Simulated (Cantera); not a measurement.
# Hydrocarbon pyrolysis for carbon deposition

A perfectly stirred reactor is fed with 2.78 % C2H6, 97.2 % N2, at 180000 Pa; it is held at 1650 K, and followed from long to short residence time.

Model: GRI-Mech 3.0 (53 species, 325 reactions), integrated in Cantera. GRI-Mech 3.0 stops at C3 and has no aromatics, soot or wall deposition, so with more carbon than oxygen in the feed, carbon stays in small species such as C2H2 where larger ones or solid carbon would form.

```tsv
τ (s)	x C2H6	x CH3	x CH2	x H2	x H	x HCN	x C2H4
3.3	1.62e-6	1.99e-5	6.42e-9	0.0482	1.60e-5	2.05e-6	0.000163
0.75	6.48e-6	3.91e-5	1.41e-8	0.0450	1.69e-5	1.19e-6	0.000173
0.17	2.45e-5	7.40e-5	3.35e-8	0.0413	1.99e-5	8.46e-7	0.000243
0.038	8.37e-5	0.000133	8.70e-8	0.0388	2.80e-5	7.53e-7	0.000487
0.0087	0.000256	0.000226	2.30e-7	0.0374	4.43e-5	7.68e-7	0.00113
0.0020	0.000767	0.000386	5.92e-7	0.0349	6.87e-5	7.68e-7	0.00269
0.00044	0.00248	0.000701	1.48e-6	0.0290	9.46e-5	6.88e-7	0.00618
0.00010	0.00785	0.00126	3.01e-6	0.0186	0.000103	5.25e-7	0.00979
```
x: mole fraction; the columns are a selection and need not sum to one.
